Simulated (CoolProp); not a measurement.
Saturated liquid density (kg/m³) of toluene: the reference equation beside estimates from Tc = 591.7 K, pc = 4.126 MPa, ω = 0.266.

Model: reference Helmholtz-energy equation of state, Lemmon 2006, in CoolProp. It is a short technical equation, of lower accuracy than the large ones.

| T (K) | reference | van der Waals | Redlich-Kwong | Peng-Robinson |
|---|---|---|---|---|
| 292.8 | 867.1 | 508.1 | 754.6 | 867.0 |
| 309.2 | 851.8 | 500.1 | 741.5 | 854.9 |
| 325.7 | 836.3 | 491.9 | 727.7 | 842.0 |
| 342.2 | 820.4 | 483.3 | 713.1 | 828.2 |
| 358.7 | 804.3 | 474.3 | 697.7 | 813.4 |
| 375.2 | 787.9 | 465.0 | 681.5 | 797.5 |
| 391.7 | 770.9 | 455.2 | 664.4 | 780.4 |
| 408.2 | 753.4 | 444.9 | 646.3 | 761.9 |

Absolute difference from the reference over all 8 rows, mean and median: van der Waals 41.1 and 41.1 %, Redlich-Kwong 13.3 and 13.2 %, Peng-Robinson 0.8 and 1.0 %.
